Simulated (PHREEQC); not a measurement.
**Polishing slurry liquid**

Solution (85 °C): 0.022 mmol/kgw HNO3 and 0.0028 mmol/kgw Fe(NO3)3. Closed to the air; pH follows from the charge balance.

Equilibrium calculation in PHREEQC: ion-association model, wateq4f.dat.

The pH comes out as 4.56 and the ionic strength is 3.05e-5 mol/kgw. The total alkalinity is -0.0276 meq/kg.

```json
[
 {"species": "NO3-", "molality": "3.04e-5", "activity": "3.02e-5", "log γ": "-0.003"},
 {"species": "H+", "molality": "2.77e-5", "activity": "2.75e-5", "log γ": "-0.003"},
 {"species": "Fe(OH)2+", "molality": "2.66e-6", "activity": "2.64e-6", "log γ": "-0.003"},
 {"species": "Fe(OH)3", "molality": "1.09e-7", "activity": "1.09e-7", "log γ": "0.000"},
 {"species": "FeOH+2", "molality": "3.39e-8", "activity": "3.29e-8", "log γ": "-0.013"},
 {"species": "OH-", "molality": "1.11e-8", "activity": "1.10e-8", "log γ": "-0.003"}
]
```

This is a speciation only: nothing precipitates in the calculation. Saturation is exceeded, for instance for Hematite (slow to form), Goethite (slow to form); the values hold only as long as no solid forms. Constants without temperature data keep their 25 °C values here.
